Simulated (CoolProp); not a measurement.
Vapour-liquid equilibrium of R134a (1) + R245fa (2) at 0.0813 MPa; x and y are mole fractions of (1).

Computed with CoolProp (multi-fluid Helmholtz-energy mixture model, Tillner-Roth 1994 and Akasaka 2015; pair parameters Akasaka 2014).

### Question
Give the bubble temperature and the first vapour's composition at x = 0.05, 0.65, 0.75. Is there an azeotrope?

### Answer
x = 0.05: 278.4 K, y = 0.208; x = 0.65: 250.3 K, y = 0.923; x = 0.75: 247.7 K, y = 0.952. No azeotrope shows between x = 0.05 and 0.95.

Pair parameters are fitted to limited data, so mixtures are less certain than the pure fluids.
